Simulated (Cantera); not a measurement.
A closed system holds: 1 mol SiHCl3, a varied amount of H2, at 1750 K and 1000 Pa.

Cantera equilibrium calculation (NASA polynomials, part measured and part estimated; ideal gas, pure solids and liquids). Candidate condensed phases: Si; 19 gas species. The tables' values for SiCl are old estimates; treat these amounts as uncertain. Gases not in the tables: Si2H6 and higher silanes. Rates play no part.

x: gas mole fraction; n: condensed amount in mol.

```csv
n(H2) (mol),x H2,x HCl,x H,x SiCl2,x Si,x Cl,x SiCl,n Si(l)
98,0.970,0.0254,0.00229,0.00221,0.000150,(withheld),4.55e-5,0.754
120,0.975,0.0214,0.00230,0.00156,0.000150,(withheld),3.81e-5,0.782
150,0.979,0.0176,0.00230,0.00105,0.000150,(withheld),3.13e-5,0.807
190,0.983,0.0142,0.00231,0.000681,0.000150,(withheld),2.52e-5,0.827
230,0.985,0.0119,0.00231,0.000479,0.000150,(withheld),2.12e-5,0.839
280,0.987,0.00992,0.00231,0.000331,0.000150,(withheld),1.76e-5,0.847
350,0.989,0.00805,0.00231,0.000217,0.000150,(withheld),1.43e-5,0.850
440,0.991,0.00647,0.00232,0.000141,0.000150,(withheld),1.15e-5,0.847
540,0.992,0.00532,0.00232,9.47e-5,0.000150,(withheld),9.41e-6,0.839
670,0.993,0.00432,0.00232,6.24e-5,0.000150,(withheld),7.64e-6,0.823
830,0.994,0.00351,0.00232,4.11e-5,0.000150,(withheld),6.20e-6,0.800
```

Task: Some entries are withheld; supply them.

Result: 
- 98, x Cl: 4.63e-5
- 120, x Cl: 3.88e-5
- 150, x Cl: 3.18e-5
- 190, x Cl: 2.57e-5
- 230, x Cl: 2.15e-5
- 280, x Cl: 1.79e-5
- 350, x Cl: 1.45e-5
- 440, x Cl: 1.17e-5
- 540, x Cl: 9.58e-6
- 670, x Cl: 7.77e-6
- 830, x Cl: 6.31e-6
